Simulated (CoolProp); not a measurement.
Computed with CoolProp (reference Helmholtz-energy equation of state, Thol 2016).

Problem. For hexamethyldisiloxane (MM), give the phase and the speed of sound (m/s), Joule-Thomson coefficient (K/MPa), isothermal compressibility (1/MPa), expansivity (1/kK) at 354.1 K and 8.4 bar; 218.6 K and 10.2 bar.

Solution. 
- 354.1 K and 8.4 bar: liquid; speed of sound 693, Joule-Thomson coefficient -0.294, isothermal compressibility 0.00363, expansivity 1.63
- 218.6 K and 10.2 bar: liquid; speed of sound 1180, Joule-Thomson coefficient -0.504, isothermal compressibility 0.00107, expansivity 1.20
